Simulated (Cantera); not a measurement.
Input: 1 mol C3H6, 0.11 mol CO2, equilibrated at 248 Torr.

Equilibrium computed with Cantera from the NASA thermochemical tables; the gas is ideal and each condensed phase is pure. Candidate condensed phases: C, C6H6, C7H8, C8H18, H2O; 110 gas species. The numbers say what is thermodynamically allowed, not how fast it happens.

x: gas mole fraction; n: condensed amount in mol.

```csv
T (K),x H2,x CO,x H,x CH4,x C2H2 (acetylene),n C(graphite)
1225,0.928,0.0682,5.23e-7,0.00373,…,2.88
1375,0.930,0.0683,5.75e-6,0.00142,…,2.89
1525,0.931,0.0683,3.97e-5,0.000652,…,2.89
1675,0.931,0.0683,0.000195,0.000345,…,2.89
1825,0.931,0.0683,0.000740,0.000203,…,2.89
1975,0.929,0.0683,0.00230,0.000129,…,2.89
2125,0.924,0.0681,0.00608,8.77e-5,…,2.88
```

Q: Complete the blanks.

A: 
- 1225, x C2H2 (acetylene): 1.51e-7
- 1375, x C2H2 (acetylene): 1.65e-6
- 1525, x C2H2 (acetylene): 1.13e-5
- 1675, x C2H2 (acetylene): 5.41e-5
- 1825, x C2H2 (acetylene): 0.000200
- 1975, x C2H2 (acetylene): 0.000603
- 2125, x C2H2 (acetylene): 0.00155
